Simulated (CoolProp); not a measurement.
Vapour-liquid equilibrium of R114 (1) + benzene (2) at 173 kPa; x and y are mole fractions of (1).

Computed with CoolProp (multi-fluid Helmholtz-energy mixture model, Platzer 1990 and Thol 2012; pair parameters Bell 2016). This equation is an older, rougher fit; its heat capacities, sound speeds and derivatives of the liquid may be far off and weren't checked against measurements.

Question: Give the bubble temperature and the first vapour's composition at x = 0.35, 0.5, 0.8. Is there an azeotrope?

Answer: x = 0.35: 307.5 K, y = 0.909; x = 0.5: 303.0 K, y = 0.932; x = 0.8: 296.4 K, y = 0.968. No azeotrope shows between x = 0.05 and 0.95.

Pair parameters are fitted to limited data, so mixtures are less certain than the pure fluids. With so large a gap from Raoult's law the liquid may split in two, which this calculation doesn't test in full.
